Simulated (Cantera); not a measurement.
Gas mixture: 68.2 % O2, 31.8 % CO2, at 0.987 atm, frozen composition.

Cantera's kinetic-theory transport with the Lennard-Jones parameters of GRI-Mech 3.0, ideal gas; thermal conductivity in the multicomponent form.

D: mixture-averaged diffusion coefficient of that species in the mixture.

```json
[
 {"T (K)": "400", "ρ (kg/m³)": "1.08", "cp (J/kg/K)": "940.0", "μ (µPa s)": "23.3", "λ (mW/m/K)": "30.8", "Pr": "0.713", "D (cm²/s) N2": "0.320", "D (cm²/s) H2O": "0.359", "D (cm²/s) CH4": "0.350"},
 {"T (K)": "500", "ρ (kg/m³)": "0.862", "cp (J/kg/K)": "988.0", "μ (µPa s)": "?", "λ (mW/m/K)": "?", "Pr": "0.716", "D (cm²/s) N2": "?", "D (cm²/s) H2O": "?", "D (cm²/s) CH4": "?"},
 {"T (K)": "600", "ρ (kg/m³)": "0.718", "cp (J/kg/K)": "1031", "μ (µPa s)": "31.7", "λ (mW/m/K)": "45.6", "Pr": "0.717", "D (cm²/s) N2": "0.645", "D (cm²/s) H2O": "0.778", "D (cm²/s) CH4": "0.713"},
 {"T (K)": "700", "ρ (kg/m³)": "0.615", "cp (J/kg/K)": "1069", "μ (µPa s)": "35.4", "λ (mW/m/K)": "52.7", "Pr": "0.719", "D (cm²/s) N2": "0.838", "D (cm²/s) H2O": "1.03", "D (cm²/s) CH4": "0.929"},
 {"T (K)": "800", "ρ (kg/m³)": "0.539", "cp (J/kg/K)": "1099", "μ (µPa s)": "38.9", "λ (mW/m/K)": "59.4", "Pr": "0.719", "D (cm²/s) N2": "1.05", "D (cm²/s) H2O": "1.32", "D (cm²/s) CH4": "1.17"},
 {"T (K)": "900", "ρ (kg/m³)": "0.479", "cp (J/kg/K)": "1125", "μ (µPa s)": "42.2", "λ (mW/m/K)": "?", "Pr": "0.720", "D (cm²/s) N2": "?", "D (cm²/s) H2O": "?", "D (cm²/s) CH4": "?"},
 {"T (K)": "1000", "ρ (kg/m³)": "0.431", "cp (J/kg/K)": "1147", "μ (µPa s)": "45.3", "λ (mW/m/K)": "72.2", "Pr": "0.720", "D (cm²/s) N2": "1.53", "D (cm²/s) H2O": "1.96", "D (cm²/s) CH4": "1.70"},
 {"T (K)": "1100", "ρ (kg/m³)": "0.392", "cp (J/kg/K)": "1164", "μ (µPa s)": "48.4", "λ (mW/m/K)": "78.1", "Pr": "0.721", "D (cm²/s) N2": "1.79", "D (cm²/s) H2O": "2.32", "D (cm²/s) CH4": "2.00"}
]
```

Q: Some entries are withheld; supply them.

A: 
- 500, μ (µPa s): 27.7
- 500, λ (mW/m/K): 38.3
- 500, D (cm²/s) N2: 0.471
- 500, D (cm²/s) H2O: 0.552
- 500, D (cm²/s) CH4: 0.519
- 900, λ (mW/m/K): 65.9
- 900, D (cm²/s) N2: 1.28
- 900, D (cm²/s) H2O: 1.63
- 900, D (cm²/s) CH4: 1.42
